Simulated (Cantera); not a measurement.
Charge: 1 mol Si3N4, 120 mol H2, a varied amount of HCl, held at 1198 K and 33.8 Torr.

These are equilibrium values from Cantera (NASA tables, ideal gas, pure condensed phases), not measurements of a reactor. Candidate condensed phases: NH4Cl, Si, Si3N4; 28 gas species. Rates play no part.

**Question.** Which condensed phases are stable at each of these points (n(HCl) (mol)): 7.9, 11, 16, 23, 32, 46, 65, 93?

**Answer.** 
```tsv
n(HCl) (mol)	condensed phases	Si condensed (%)
7.9	Si3N4(s)	98.0
11	Si3N4(s)	96.4
16	Si3N4(s)	92.5
23	Si3N4(s)	84.7
32	Si3N4(s)	70.8
46	Si3N4(s)	42.0
65	gas only	0.0
93	gas only	0.0
```

From 7.9 mol HCl to 46 mol HCl the condensed part is Si3N4(s). From 65 mol HCl to 93 mol HCl nothing is condensed.
